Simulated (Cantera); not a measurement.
A closed system holds: 1 mol Si2H6, 25 mol H2O, 16 mol H2, 0.69 mol O2, held at 33.0 Pa.

Method: chemical equilibrium by Gibbs-energy minimisation in Cantera with the NASA 1993 tables (ideal gas, pure condensed phases). Candidate condensed phases: H2O, Si, SiO2; 18 gas species. The feed counts by its element totals alone. The tables hold silica as quartz up to 1696 K and as liquid above; real silica turns to tridymite and cristobalite and melts near 1996 K. Equilibrium is a limit: real reactors are often held back by kinetics, nucleation or transport.

Problem. Which condensed phases are stable at each of these points (T (K)): 973, 1048, 1123, 1198, 1273, 1348, 1423, 1498, 1573, 1648, 1723, 1798?

Solution. 
```json
[
 {"T (K)": "973", "condensed phases": "SiO2(β-quartz)", "Si condensed (%)": "100.0"},
 {"T (K)": "1048", "condensed phases": "SiO2(β-quartz)", "Si condensed (%)": "100.0"},
 {"T (K)": "1123", "condensed phases": "SiO2(β-quartz)", "Si condensed (%)": "100.0"},
 {"T (K)": "1198", "condensed phases": "SiO2(β-quartz)", "Si condensed (%)": "100.0"},
 {"T (K)": "1273", "condensed phases": "SiO2(β-quartz)", "Si condensed (%)": "100.0"},
 {"T (K)": "1348", "condensed phases": "SiO2(β-quartz)", "Si condensed (%)": "100.0"},
 {"T (K)": "1423", "condensed phases": "SiO2(β-quartz)", "Si condensed (%)": "100.0"},
 {"T (K)": "1498", "condensed phases": "SiO2(β-quartz)", "Si condensed (%)": "100.0"},
 {"T (K)": "1573", "condensed phases": "SiO2(β-quartz)", "Si condensed (%)": "99.9"},
 {"T (K)": "1648", "condensed phases": "SiO2(β-quartz)", "Si condensed (%)": "99.5"},
 {"T (K)": "1723", "condensed phases": "SiO2(condensed)", "Si condensed (%)": "97.1"},
 {"T (K)": "1798", "condensed phases": "SiO2(condensed)", "Si condensed (%)": "86.7"}
]
```

From 973 K to 1648 K the condensed part is SiO2(β-quartz). From 1723 K to 1798 K the condensed part is SiO2(condensed).
